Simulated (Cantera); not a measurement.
What does this Cantera script print?

```python
import numpy as np
import cantera as ct

gas = ct.Solution("h2o2.yaml")
gas.TPX = 500, 1000000, {'H2': 1, 'O2': 0.208, 'N2': 0.783, 'H2O': 0.17}
flame = ct.FreeFlame(gas, width=0.008)
flame.set_refine_criteria(ratio=3, slope=0.08, curve=0.16)
flame.transport_model = "mixture-averaged"
flame.solve(loglevel=0, auto=True)
z, T = flame.grid, flame.T
thick = (T[-1] - T[0]) / np.gradient(T, z).max()
show = ['H2', 'O2', 'H2O', 'H2O2', 'OH', 'O']
print(f"laminar burning velocity  {flame.velocity[0] * 100:.3f} cm/s")
print(f"burnt temperature         {T[-1]:.1f} K")
print(f"thermal thickness         {thick * 1e3:.4f} mm")
print(f"grid points               {len(z)}")
z0 = z[flame.heat_release_rate.argmax()]
print(f"{'z/mm':>9s}{'T/K':>9s}{'u/(m/s)':>9s}" + "".join(f"{s:>11s}" for s in show))
rows = []
for k in (-3, -2, -1.5, -1, -0.5, -0.25, 0, 0.25, 0.5, 1, 2, 4, 8):
    zz = z0 + k * thick
    rows.append([k * thick, np.interp(zz, z, T), np.interp(zz, z, flame.velocity),
                 *(np.interp(zz, z, flame.X[gas.species_index(s)]) for s in show)])
    print(f"{rows[-1][0] * 1e3:9.3f}{rows[-1][1]:9.1f}{rows[-1][2]:9.3f}" + "".join(f"{x:11.3e}" for x in rows[-1][3:]))
```

Result:

```
laminar burning velocity  323.567 cm/s
burnt temperature         1964.7 K
thermal thickness         0.0272 mm
grid points               112
     z/mm      T/K  u/(m/s)         H2         O2        H2O       H2O2         OH          O
   -0.082    500.1    3.236  4.626e-01  9.628e-02  7.870e-02  3.313e-09  4.495e-13  2.599e-11
   -0.054    501.0    3.238  4.619e-01  9.641e-02  7.883e-02  4.274e-08  8.809e-12  4.990e-10
   -0.041    503.7    3.247  4.604e-01  9.668e-02  7.912e-02  2.676e-07  7.127e-11  3.718e-09
   -0.027    524.7    3.346  4.533e-01  9.775e-02  8.089e-02  5.085e-06  3.123e-09  7.119e-08
   -0.014    716.8    4.386  4.208e-01  9.673e-02  9.852e-02  1.231e-04  2.327e-05  6.849e-06
   -0.007   1036.2    6.180  3.854e-01  8.170e-02  1.385e-01  2.189e-04  3.441e-04  9.275e-05
    0.000   1373.1    8.093  3.463e-01  5.504e-02  1.950e-01  8.477e-05  6.957e-04  3.419e-04
    0.007   1595.8    9.378  3.154e-01  2.962e-02  2.435e-01  1.178e-05  1.026e-03  4.291e-04
    0.014   1716.3   10.078  2.977e-01  1.402e-02  2.725e-01  4.282e-06  1.189e-03  3.016e-04
    0.027   1816.9   10.651  2.868e-01  2.970e-03  2.935e-01  1.357e-06  1.188e-03  1.046e-04
    0.054   1878.4   10.981  2.867e-01  2.642e-04  2.997e-01  3.007e-07  9.372e-04  3.158e-05
    0.109   1918.4   11.187  2.894e-01  1.398e-05  3.012e-01  8.241e-08  5.952e-04  1.044e-05
    0.218   1942.3   11.307  2.914e-01  1.883e-06  3.020e-01  2.566e-08  3.279e-04  2.967e-06
```

Cantera simulation using the H2/O2 subset of GRI-Mech 3.0, which has no nitrogen chemistry; the numbers are that mechanism's predictions, not measurements. The hydrogen kinetics of GRI-Mech 3.0 are dated; newer H2 mechanisms differ, most at raised pressure. Burning velocities carry a grid error of a few per cent, more on coarse grids.
